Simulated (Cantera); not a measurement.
Feed: 1 mol Si, 9.7 mol CO, a varied amount of H2, equilibrated at 2000 K and 0.100 bar.

Equilibrium computed with Cantera from the NASA thermochemical tables; the gas is ideal and each condensed phase is pure. Candidate condensed phases: C, C6H6, C7H8, C8H18, H2O, Si, SiC, SiO2; 123 gas species. Gases not in the tables: Si2H6 and higher silanes. Equilibrium is a limit: real reactors are often held back by kinetics, nucleation or transport.

x: gas mole fraction; n: condensed amount in mol.

```json
[
 {"n(H2) (mol)": "1.5", "x H2": "0.133", "x CO": "0.821", "x SiO": "0.0446", "x H": "(withheld)", "n SiC(s)": "0.499"},
 {"n(H2) (mol)": "2.1", "x H2": "0.177", "x CO": "0.779", "x SiO": "0.0423", "x H": "(withheld)", "n SiC(s)": "0.499"},
 {"n(H2) (mol)": "3", "x H2": "0.235", "x CO": "0.723", "x SiO": "0.0393", "x H": "(withheld)", "n SiC(s)": "0.499"},
 {"n(H2) (mol)": "4.2", "x H2": "0.300", "x CO": "0.661", "x SiO": "0.0359", "x H": "(withheld)", "n SiC(s)": "0.499"},
 {"n(H2) (mol)": "6", "x H2": "0.380", "x CO": "0.585", "x SiO": "0.0318", "x H": "(withheld)", "n SiC(s)": "0.499"},
 {"n(H2) (mol)": "8.6", "x H2": "0.467", "x CO": "0.502", "x SiO": "0.0273", "x H": "(withheld)", "n SiC(s)": "0.498"},
 {"n(H2) (mol)": "12", "x H2": "0.550", "x CO": "0.423", "x SiO": "0.0230", "x H": "0.00381", "n SiC(s)": "0.498"},
 {"n(H2) (mol)": "17", "x H2": "0.633", "x CO": "0.344", "x SiO": "0.0187", "x H": "0.00409", "n SiC(s)": "0.497"},
 {"n(H2) (mol)": "25", "x H2": "0.717", "x CO": "0.264", "x SiO": "0.0144", "x H": "0.00435", "n SiC(s)": "0.495"},
 {"n(H2) (mol)": "35", "x H2": "0.779", "x CO": "0.205", "x SiO": "0.0112", "x H": "0.00454", "n SiC(s)": "0.493"},
 {"n(H2) (mol)": "50", "x H2": "0.833", "x CO": "0.154", "x SiO": "0.00843", "x H": "0.00469", "n SiC(s)": "0.491"},
 {"n(H2) (mol)": "71", "x H2": "0.875", "x CO": "0.114", "x SiO": "0.00626", "x H": "0.00481", "n SiC(s)": "0.487"},
 {"n(H2) (mol)": "100", "x H2": "0.907", "x CO": "0.0836", "x SiO": "0.00463", "x H": "0.00490", "n SiC(s)": "0.481"}
]
```

### Question
What belongs in the gaps?

### Answer

- 1.5, x H: 0.00187
- 2.1, x H: 0.00216
- 3, x H: 0.00249
- 4.2, x H: 0.00282
- 6, x H: 0.00317
- 8.6, x H: 0.00352
